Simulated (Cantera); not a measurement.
Charge: 1 mol Si3N4, 0.061 mol H2, equilibrated at 1573.15 K and 10.0 mbar.

Equilibrium computed with Cantera from the NASA thermochemical tables; the gas is ideal and each condensed phase is pure. Candidate condensed phases: Si, Si3N4; 18 gas species. Mutual solubility and eutectic melting of coexisting phases are not modelled. The numbers say what is thermodynamically allowed, not how fast it happens.

Task: What is the equilibrium state?

Result: 
```json
{
  "x(H2)": "0.981",
  "x(N2)": "0.0187",
  "x(H)": "0.000403",
  "x(Si)": "5.52e-6",
  "x(SiH2)": "3.61e-6",
  "x(SiH)": "1.31e-6",
  "n(Si(s))": "0.00174 mol",
  "n(Si3N4(s))": "0.999 mol",
  "gas_amount": "0.06217 mol"
}
```
